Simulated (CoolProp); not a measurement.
A single-stage vapour-compression cycle with R407C: evaporating at 270.15 K (dew point), condensing at 319.15 K (bubble point), superheat 2 K, subcooling 5 K, compressor efficiency 0.75, no pressure losses. Each further row changes one setting.

Values from CoolProp's reference Helmholtz-energy equation of state, Lemmon 2003. It is a pseudo-pure fit of the blend.

```csv
case,cooling COP,pressure ratio,discharge temperature (K),refrigerating effect (kJ/kg),volumetric capacity (kJ/m³)
as stated,[?],4.87,351.9,148,2600
evaporating temperature 275.15 K,[?],4.09,348.8,150,[?]
condensing temperature 314.15 K,[?],4.33,345.3,156,2740
subcooling 10 K,[?],4.87,351.9,156,2740
superheat 12 K,[?],4.87,362.5,157,2620
compressor efficiency 0.65,2.45,4.87,[?],148,2600
```

Task: What belongs in the gaps?

Result: 
- as stated, cooling COP: 2.83
- evaporating temperature 275.15 K, cooling COP: 3.26
- evaporating temperature 275.15 K, volumetric capacity (kJ/m³): 3130
- condensing temperature 314.15 K, cooling COP: 3.23
- subcooling 10 K, cooling COP: 2.99
- superheat 12 K, cooling COP: 2.84
- compressor efficiency 0.65, discharge temperature (K): 358.8
